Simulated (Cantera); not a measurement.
Adiabatic ignition

An adiabatic, constant-volume homogeneous reactor starts with CH₄ : O₂ : N₂ : CO₂ : C₂H₆ = 1 : 2.27 : 8.55 : 0.86 : 0.057 (molar parts), equivalence ratio 0.97, at 1675 K and 458 Torr.

Computed with Cantera and GRI-Mech 3.0 (53 species, 325 reactions).

```tsv
t (s)	T (K)	P (bar)	x CH₄	x O₂	x CO₂	x CH₂CO	x NO₂	x HCO	x N₂O
6.00e-6	1673	0.609	0.0785	0.178	0.0675	3.96e-10	<1e-12	9.91e-10	1.17e-11
1.28e-5	1672	0.609	0.0784	0.178	0.0675	1.28e-8	<1e-12	9.73e-9	6.51e-11
2.72e-5	1669	0.608	0.0779	0.178	0.0675	4.45e-7	<1e-12	1.18e-7	3.81e-10
5.79e-5	1675	0.611	0.0750	0.176	0.0674	1.55e-5	<1e-12	1.53e-6	2.10e-9
0.000123	1876	0.699	0.0456	0.146	0.0666	0.000758	1.76e-10	5.02e-5	3.45e-8
0.000262	2731	1.06	<1e-12	0.0366	0.0796	<1e-12	1.86e-7	6.63e-8	4.10e-7
0.000558	2789	1.08	<1e-12	0.0343	0.0826	<1e-12	8.45e-7	6.07e-8	5.39e-7
0.00119	2786	1.08	<1e-12	0.0328	0.0826	<1e-12	1.89e-6	6.01e-8	5.64e-7
0.00253	2781	1.07	<1e-12	0.0312	0.0826	<1e-12	2.90e-6	5.95e-8	6.07e-7
0.00538	2779	1.07	<1e-12	0.0307	0.0826	<1e-12	3.28e-6	5.93e-8	6.29e-7
0.0114	2779	1.07	<1e-12	0.0306	0.0826	<1e-12	3.30e-6	5.93e-8	6.31e-7
0.0244	2779	1.07	<1e-12	0.0306	0.0826	<1e-12	3.30e-6	5.93e-8	6.31e-7
0.0519	2779	1.07	<1e-12	0.0306	0.0826	<1e-12	3.30e-6	5.93e-8	6.31e-7
0.110	2779	1.07	<1e-12	0.0306	0.0826	<1e-12	3.30e-6	5.93e-8	6.31e-7
0.235	2779	1.07	<1e-12	0.0306	0.0826	<1e-12	3.30e-6	5.93e-8	6.31e-7
0.500	2779	1.07	<1e-12	0.0306	0.0826	<1e-12	3.30e-6	5.93e-8	6.31e-7
```
x: mole fraction; the columns are a selection and need not sum to one.

```json
{
  "time_of_steepest_temperature_rise": "0.138 ms",
  "temperature at 0.500 s": "2779 K",
  "equilibrium_temperature": "2779 K",
  "x(CH₄) at 0.500 s": "<1e-12 (gas-phase equilibrium <1e-12)",
  "x(O₂) at 0.500 s": "0.0306 (gas-phase equilibrium 0.0306)",
  "x(CO₂) at 0.500 s": "0.0826 (gas-phase equilibrium 0.0826)"
}
```
